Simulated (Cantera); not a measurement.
A closed system holds: 1 mol SiH₂Cl₂, 1.7 mol N₂, 3.5 mol NH₃, held at 5.00 mbar.

Method: chemical equilibrium by Gibbs-energy minimisation in Cantera with the NASA 1993 tables (ideal gas, pure condensed phases). Candidate condensed phases: NH₄Cl, Si, Si₃N₄; 28 gas species. Gases not in the tables: Si₂H₆ and higher silanes. Kinetics and transport are ignored.

Q: Which condensed phases are stable at each of these points (T (K)): 898, 1048, 1198, 1348, 1498, 1648, 1798, 1948, 2098?

A: 
| T (K) | condensed phases | Si condensed (%) |
|---|---|---|
| 898 | Si₃N₄(s) | 99.0 |
| 1048 | Si₃N₄(s) | 99.4 |
| 1198 | Si₃N₄(s) | 99.4 |
| 1348 | Si₃N₄(s) | 97.2 |
| 1498 | Si₃N₄(s) | 83.0 |
| 1648 | Si₃N₄(s) | 55.2 |
| 1798 | Si(l) | 47.8 |
| 1948 | Si(l) | 45.5 |
| 2098 | Si(l) | 20.2 |

From 898 K to 1648 K the condensed part is Si₃N₄(s). From 1798 K to 2098 K the condensed part is Si(l).
